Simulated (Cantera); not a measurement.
A closed system holds: 1 mol HMDSO, 1.3 mol N2O, equilibrated at 45000 Pa.

Equilibrium computed with Cantera from the NASA thermochemical tables; the gas is ideal and each condensed phase is pure. Candidate condensed phases: C, C6H6, C7H8, C8H18, H2O, Si, SiC, SiO2, Si2N2O, Si3N4; 151 gas species. The feed counts by its element totals alone. Equilibrium is a limit: real reactors are often held back by kinetics, nucleation or transport.

Q: Which condensed phases are stable at each of these points (T (K)): 550, 600, 650, 700, 750, 800, 850?

A: 
| T (K) | condensed phases | Si condensed (%) |
|---|---|---|
| 550 | C(graphite) + SiO2(α-quartz) + Si2N2O(s) | 100.0 |
| 600 | C(graphite) + SiO2(α-quartz) + Si2N2O(s) | 100.0 |
| 650 | C(graphite) + SiO2(α-quartz) + Si2N2O(s) | 100.0 |
| 700 | C(graphite) + SiO2(α-quartz) + Si2N2O(s) | 100.0 |
| 750 | C(graphite) + SiO2(α-quartz) + Si2N2O(s) | 100.0 |
| 800 | C(graphite) + SiO2(α-quartz) + Si2N2O(s) | 100.0 |
| 850 | C(graphite) + SiO2(β-quartz) + Si2N2O(s) | 100.0 |

From 550 K to 800 K the condensed part is C(graphite) + SiO2(α-quartz) + Si2N2O(s). At 850 K the condensed part is C(graphite) + SiO2(β-quartz) + Si2N2O(s).
